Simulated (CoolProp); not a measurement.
1,2-dichloroethane along the isotherm 500 K: density (kg/m³) from the reference equation and from simpler models built on Tc = 561.6 K, pc = 52.26 bar, ω = 0.269; each cubic takes its own stable root.

Values from CoolProp's reference Helmholtz-energy equation of state, Thol 2015.

```tsv
p (bar)	phase	reference
0.248	gas	0.5918
0.374	gas	0.8935
0.564	gas	1.350
0.851	gas	2.043
1.28	gas	3.086
1.94	gas	4.708
2.92	gas	7.158
4.41	gas	10.98
6.65	gas	16.99
10	gas	26.62
15.1	gas	43.28
22.8	liquid	867.6
34.4	liquid	877.7
52	liquid	891.0
78.4	liquid	907.9
```

**Question.** How far does each simpler model (van der Waals, Redlich-Kwong, Peng-Robinson) lie from the reference over these 15 states: mean and median of the absolute difference, and the worst?

**Answer.** 
- van der Waals: mean 15.0 %, median 1.0 %, worst -92.1 % at 500 K and 22.8 bar
- Redlich-Kwong: mean 10.2 %, median 0.3 %, worst -91.6 % at 500 K and 22.8 bar
- Peng-Robinson: mean 1.5 %, median 0.3 %, worst -6.6 % at 500 K and 22.8 bar

At some of these states van der Waals, Redlich-Kwong gives the other phase, because its saturation line lies elsewhere.
